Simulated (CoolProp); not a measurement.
C2F6 (R116) along the isobar 3.5 MPa: fugacity coefficient from the reference equation and from simpler models built on Tc = 19.9 °C, pc = 3.048 MPa, ω = 0.257; each cubic takes its own stable root.

Model: reference Helmholtz-energy equation of state, Lemmon 2006, in CoolProp. It is a short technical equation, of lower accuracy than the large ones.

| T (°C) | phase | reference |
|---|---|---|
| -52.15 | liquid | 0.1030 |
| -37.65 | liquid | 0.1682 |
| -23.05 | liquid | 0.2544 |
| -8.45 | liquid | 0.3596 |
| 6.15 | liquid | 0.4791 |
| 20.65 | supercritical | 0.6023 |
| 35.25 | supercritical | 0.6877 |
| 49.85 | supercritical | 0.7388 |
| 64.45 | supercritical | 0.7786 |
| 78.95 | supercritical | 0.8110 |
| 93.55 | supercritical | 0.8382 |
| 108.15 | supercritical | 0.8613 |
| 122.75 | supercritical | 0.8809 |
| 137.25 | supercritical | 0.8977 |
| 151.85 | supercritical | 0.9124 |

Problem. How far does each simpler model (Redlich-Kwong, Peng-Robinson) lie from the reference over these 15 states: mean and median of the absolute difference, and the worst?

Solution. 
- Redlich-Kwong: mean 8.7 %, median 3.1 %, worst +40.1 % at -52.15 °C and 3.5 MPa
- Peng-Robinson: mean 2.4 %, median 2.2 %, worst -3.6 % at 35.25 °C and 3.5 MPa
